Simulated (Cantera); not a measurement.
A closed system holds: 1 mol Si, 0.36 mol H2, 1.6 mol HCl, equilibrated at 100000 Pa.

Method: chemical equilibrium by Gibbs-energy minimisation in Cantera with the NASA 1993 tables (ideal gas, pure condensed phases). Candidate condensed phases: Si; 19 gas species. The numbers say what is thermodynamically allowed, not how fast it happens.

Over these rows the condensed part is Si(s). Partial pressures as log10 of bar:

```json
[
 {"T (K)": "575", "1000/T (1/K)": "1.7391", "log p HCl": "-4.68", "log p H2": "-0.15", "log p SiCl4": "-0.72", "log p SiHCl3": "-1.02"},
 {"T (K)": "650", "1000/T (1/K)": "1.5385", "log p HCl": "-3.92", "log p H2": "-0.15", "log p SiCl4": "-0.72", "log p SiHCl3": "-1.03"},
 {"T (K)": "725", "1000/T (1/K)": "1.3793", "log p HCl": "-3.33", "log p H2": "-0.15", "log p SiCl4": "-0.71", "log p SiHCl3": "-1.04"},
 {"T (K)": "800", "1000/T (1/K)": "1.2500", "log p HCl": "?", "log p H2": "-0.15", "log p SiCl4": "-0.71", "log p SiHCl3": "-1.06"},
 {"T (K)": "875", "1000/T (1/K)": "1.1429", "log p HCl": "-2.45", "log p H2": "-0.15", "log p SiCl4": "-0.71", "log p SiHCl3": "-1.07"},
 {"T (K)": "950", "1000/T (1/K)": "1.0526", "log p HCl": "-2.11", "log p H2": "-0.15", "log p SiCl4": "-0.71", "log p SiHCl3": "-1.08"}
]
```

### Question
Fit log p(HCl) = a + b·(1000/T) to the five rows, give the apparent enthalpy, and predict the row at 800 K.

### Answer
Means: 1000/T = 1.3705, log p = -3.298. Sxy = -1.184853, Sxx = 0.3170296, so b = -3.74 and a = -3.298 − (-3.74)×1.3705 = 1.83.
Apparent enthalpy: −19.145 × (-3.74) = 72 kJ/mol. With the condensed phases at unit activity, 1/2 H2(g) + 1/4 SiCl4(g) = HCl(g) + 1/4 Si(s) links this pressure to the main gases: over the six rows their terms move log p by +0.00 in all, so the slope is close to that reaction's ΔH°. The five rows lie within 0.01 of the line.
Prediction at 800 K: 1.83 + (-3.74)×1.2500 = -2.85. The computed value is -2.84, 0.01 from the line.
